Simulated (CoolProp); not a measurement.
Properties of R365MFC along the isotherm 226.85 °C.

Computed with CoolProp (reference Helmholtz-energy equation of state, Lemmon 2016).

```tsv
p (bar)	phase	density (kg/m³)	fugacity coefficient
0.258	gas	0.9210	0.9978
0.39	gas	1.394	0.9967
0.588	gas	2.105	0.9950
0.887	gas	3.184	0.9925
1.34	gas	4.828	0.9886
2.02	gas	7.322	0.9829
3.04	gas	11.12	0.9743
4.59	gas	17.03	0.9613
6.93	gas	26.27	0.9420
10.5	gas	41.22	0.9129
15.8	gas	65.58	0.8709
23.8	gas	108.6	0.8098
35.9	supercritical	194.9	0.7227
54.1	supercritical	423.5	0.6041
81.7	supercritical	686.2	0.4743
```
